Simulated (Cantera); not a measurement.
# Hydrogen reduction and annealing atmospheres: Cr2O3 + H2 + H2O

Input: 1 mol Cr2O3, 29 mol H2, 0.78 mol H2O, held at 0.133 bar.

Method: chemical equilibrium by Gibbs-energy minimisation in Cantera with the NASA 1993 tables (ideal gas, pure condensed phases). Candidate condensed phases: Cr, Cr2O3, H2O; 13 gas species. Equilibrium is a limit: real reactors are often held back by kinetics, nucleation or transport.

```tsv
T (K)	log p H2	log p H2O	log p H	log p Cr	n Cr2O3(s)
1398	-0.89	-2.46	-5.77	-9.71	1.00
1448	-0.89	-2.46	-5.48	-8.97	1.00
1498	-0.89	-2.46	-5.21	-8.28	1.000
1548	-0.89	-2.46	-4.95	-7.64	1.000
1598	-0.89	-2.46	-4.72	-7.04	1.000
1648	-0.89	-2.46	-4.49	-6.47	1.000
1698	-0.89	-2.46	-4.28	-5.95	1.000
1748	-0.89	-2.46	-4.08	-5.45	1.000
1798	-0.89	-2.46	-3.90	-4.98	0.999
1848	-0.89	-2.45	-3.72	-4.54	0.997
1898	-0.89	-2.44	-3.55	-4.14	0.992
1948	-0.89	-2.43	-3.39	-3.77	0.981
1998	-0.89	-2.40	-3.24	-3.44	0.958
```
log p: log10 of the partial pressure in bar; n: condensed amount in mol.

From 1398 K to 1998 K the condensed part is Cr2O3(s).
